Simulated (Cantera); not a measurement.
A freely propagating, adiabatic, planar premixed flame of 19.0 % H₂, 17.0 % O₂, 64.0 % N₂, equivalence ratio 0.56, unburnt at 550 K and 750 Torr; mixture-averaged transport, grid criteria slope 0.08 and curve 0.16, no radiation.

Cantera simulation using the H2/O2 subset of GRI-Mech 3.0, which has no nitrogen chemistry; the numbers are that mechanism's predictions, not measurements. Burning velocities carry a grid error of a few per cent, more on coarse grids. Lean hydrogen flames are cellular in practice and burn faster than this planar one.

Question: Predict: laminar burning velocity; thermal thickness; peak x(H); peak x(OH); peak x(O).

Answer: 
| Property | Result |
|---|---|
| laminar burning velocity | 302 cm/s |
| thermal thickness | 0.410 mm |
| peak x(H) | 0.0154 |
| peak x(OH) | 0.00972 |
| peak x(O) | 0.00965 |
